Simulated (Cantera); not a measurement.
Input (Python, Cantera) and output of one run.

```python
import numpy as np
import cantera as ct

gas_names = [...]  # 113 gases of nasa_gas.yaml made of C, Cu, H, O
cond_names = """
    C(gr) C6H6(L) C7H8(L) C8H18(L),n-octa Cu(cr) Cu(L) CuO(s) CuO2H2(s) Cu2O(s) Cu2O(L) H2O(s) H2O(L)
""".split()


# ... load() reads the species with a 1 bar reference pressure and builds the phases ...
atoms = {
    'Cu2O': {'Cu': 2, 'O': 1},
    'C': {'C': 1},
    'H2': {'H': 2},
}
top_T = {'C(gr)': 4500, 'CuO(s)': 1390}  # K; cautious upper limits of use, not melting points


# ... equilibrate(T, P, feed) seeds the gas with the atoms and calls Mixture.equilibrate('TP', solver="vcs", rtol=1e-11, max_steps=5000) ...
results = []
feed = {'Cu2O': 1, 'C': 1.1, 'H2': 0.36}  # mol
P = 3100  # Pa
for T in [1298, 1348, 1398, 1448, 1498, 1548, 1598, 1648, 1698, 1748, 1798, 1848, 1898]:
    mix = equilibrate(T, P, feed)
    results.append((T, P, feed, dict(zip(mix.species_names, mix.species_moles))))

top = {s: max(r[3][s] / sum(r[3][g] for g in gas_names) for r in results) for s in gas_names}
cols = sorted((s for s in top if top[s] > 0.0001), key=lambda s: -top[s])[:5]
seen = [c for c in cond_names if any(r[3].get(c, 0) > 1e-12 for r in results)]
print("log10 of partial pressures in bar; condensed amounts in mol")
print(f"{'T/K':>10s}" + "".join(f"{s[:9]:>10s}" for s in cols + seen))
for T, P, feed, n in results:
    ng = sum(n[g] for g in gas_names)
    print(f"{T:10.4g}" + "".join(f"{np.log10(max(n[s] / ng * P / 1e5, 1e-99)):10.3f}" for s in cols)
          + "".join(f"{n.get(c, 0):10.4g}" for c in seen))
```

It prints:

```
log10 of partial pressures in bar; condensed amounts in mol
       T/K        CO        H2        Cu         H       Cu2     C(gr)    Cu(cr)     Cu(L)
      1298    -1.642    -2.086    -6.822    -7.013   -10.917    0.1002         2         0
      1348    -1.642    -2.086    -6.329    -6.679   -10.219    0.1001         2         0
      1398    -1.642    -2.086    -5.887    -6.368    -9.603    0.1001         0         2
      1448    -1.642    -2.086    -5.479    -6.078    -9.038       0.1         0         2
      1498    -1.642    -2.086    -5.100    -5.808    -8.512       0.1         0         2
      1548    -1.642    -2.086    -4.745    -5.555    -8.022       0.1         0     1.999
      1598    -1.643    -2.087    -4.413    -5.317    -7.564   0.09999         0     1.998
      1648    -1.643    -2.087    -4.102    -5.094    -7.135   0.09997         0     1.997
      1698    -1.644    -2.089    -3.810    -4.884    -6.732   0.09995         0     1.993
      1748    -1.646    -2.091    -3.536    -4.687    -6.354   0.09992         0     1.987
      1798    -1.650    -2.095    -3.276    -4.501    -5.998   0.09988         0     1.976
      1848    -1.656    -2.101    -3.032    -4.326    -5.662   0.09982         0     1.958
      1898    -1.666    -2.111    -2.801    -4.163    -5.345   0.09973         0     1.926
```

Method: chemical equilibrium by Gibbs-energy minimisation in Cantera with the NASA 1993 tables (ideal gas, pure condensed phases).
